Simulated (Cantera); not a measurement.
Feed: 1 mol C2H6, 1.1 mol O2, 0.5 mol H2, at 750 °C and 13300 Pa.

Method: chemical equilibrium by Gibbs-energy minimisation in Cantera with the NASA 1993 tables (ideal gas, pure condensed phases). Candidate condensed phases: C, C6H6, C7H8, C8H18, H2O; 110 gas species. The numbers say what is thermodynamically allowed, not how fast it happens.

Base state: H2 0.614, CO 0.347, H2O 0.0217, CO2 0.0161, CH4 0.00134 (mole fractions); condensed: gas only.

What changes in the equilibrium state with this change: O2 from 1.1 to 0.92 mol?


```
species            before    after
----------------  -------  -------
H2                  0.614    0.650
CO                  0.347    0.332
H2O                0.0217  0.00787
CO2                0.0161  0.00525
CH4               0.00134  0.00423
C(graphite), mol        0    0.207
```

What changes in the equilibrium state with this change: O2 from 1.1 to 0.016 mol?


```tsv
species	before	after
H2	0.614	0.981
CH4	0.00134	0.00962
CO	0.347	0.00883
H2O	0.0217	0.000315
CO2	0.0161	3.71e-6
C(graphite), mol	0	1.94
```
